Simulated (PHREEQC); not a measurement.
Solution (75 °C): 6.9 mmol/kgw HCl and 16 mmol/kgw LiCl. It is in equilibrium with CO2 at log p = -3.4 (atm). Otherwise closed; pH follows from the charge balance.

Model: ion-association model, phreeqc.dat, run in PHREEQC.

Each row changes one thing in this solution. No solid was allowed to form.

```csv
case,pH,HCO3- (mol/kgw)
as made,2.22,4.91e-10
HCl from 0.0069 to 0.069 mol/kgw,1.25,5.74e-11
HCl left out,5.78,1.74e-6
temperature from 75 to 60 °C,2.22,6.43e-10
LiCl from 0.016 to 0.0176 mol/kgw,2.22,4.94e-10
LiCl from 0.016 to 0.032 mol/kgw,2.23,5.21e-10
```

Species that the database lacks are ignored. Away from 25 °C the constants follow the database's enthalpies or fits; those with neither stay at their 25 °C values.
